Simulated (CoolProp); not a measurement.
Values from CoolProp's reference Helmholtz-energy equation of state, Eisenbach 2021.

Give the vapour pressure (kPa), liquid density (kg/m³), liquid cp (kJ/(kg K)), vapour Z of saturated propylene glycol at 467.4, 529, 559.7 K.


```tsv
T (K)	p (kPa)	liquid density (kg/m³)	liquid cp (kJ/(kg K))	vapour Z
467.4	122	886	3.41	0.977
529	594	816	3.76	0.926
559.7	1120	774	3.98	0.882
```
